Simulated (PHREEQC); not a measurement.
Consider water at 80 °C with 0.011 mol/kgw KHSO4. Closed to the air; pH follows from the charge balance.

The numbers come from PHREEQC with the ion-association model, phreeqc.dat.

```
quantity                    before     after
------------------------  --------  --------
pH                            2.33      2.55
ionic strength (mol/kgw)    0.0207    0.0115
HSO4- (mol/kgw)            0.00571   0.00236
SO4-2 (mol/kgw)            0.00486   0.00299
KSO4- (mol/kgw)           0.000435  0.000155
```

**Question.** Which change was made?
A) KHSO4 from 0.011 to 0.0165 mol/kgw
B) KHSO4 from 0.011 to 0.022 mol/kgw
C) diluted 2-fold with water
D) temperature from 80 to 15 °C

**Answer.** C, diluted 2-fold with water

No solid was allowed to form. At this temperature some constants are extrapolated from 25 °C, and those without enthalpy data are left unchanged.
